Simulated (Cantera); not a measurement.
Feed: 1 mol Fe, 0.067 mol H2O, 0.74 mol H2, equilibrated at 1300 °C and 4280 Torr.

Equilibrium computed with Cantera from the NASA thermochemical tables; the gas is ideal and each condensed phase is pure. Candidate condensed phases: Fe, FeO, Fe(OH)2, Fe(OH)3, Fe2O3, Fe3O4, H2O; 12 gas species. Rates play no part.

Base state: H2 0.917, H2O 0.0830, H 1.63e-5 (mole fractions); condensed: Fe(γ).

What changes in the equilibrium state with this change: Fe replaced by B?


```json
[
 {"species": "H2", "before": "0.917", "after": "0.981"},
 {"species": "B3O3H3", "before": "0", "after": "0.0158"},
 {"species": "HBO", "before": "0", "after": "0.00315"},
 {"species": "H2O", "before": "0.0830", "after": "2.42e-5"},
 {"species": "HBO2", "before": "0", "after": "9.23e-5"},
 {"species": "B2O2", "before": "0", "after": "6.24e-5"},
 {"species": "BH2", "before": "0", "after": "1.99e-5"},
 {"species": "BH3", "before": "0", "after": "1.99e-5"},
 {"species": "Fe(γ), mol", "before": "1.000", "after": "0"},
 {"species": "B(s), mol", "before": "0", "after": "0.942"},
 {"species": "B2O3(l), mol", "before": "0", "after": "0.00875"}
]
```
Mutual solubility and eutectic melting of coexisting phases are not modelled. The tables' values for BH2 are old estimates; treat these amounts as uncertain. Gases not in the tables: H3BO3, B2H6 and higher boranes. Further candidate phases: B, B2O3, B3O3H3.
